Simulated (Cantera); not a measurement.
A freely propagating, adiabatic, planar premixed flame of 7.11 % CH4, 0.590 % C2H6, 24.3 % O2, 68.0 % N2, equivalence ratio 0.67, unburnt at 350 K and 0.280 bar; mixture-averaged transport, grid criteria slope 0.08 and curve 0.16, no radiation.

Model: GRI-Mech 3.0 (53 species, 325 reactions), integrated in Cantera. Burning velocities carry a grid error of a few per cent, more on coarse grids.

Problem. Predict: laminar burning velocity; thermal thickness; peak x(C2H); peak x(HO2).

Solution. 
```
Quantity                      Value
------------------------  ---------
laminar burning velocity  68.0 cm/s
thermal thickness           1.10 mm
peak x(C2H)                 2.59e-8
peak x(HO2)                0.000210
```
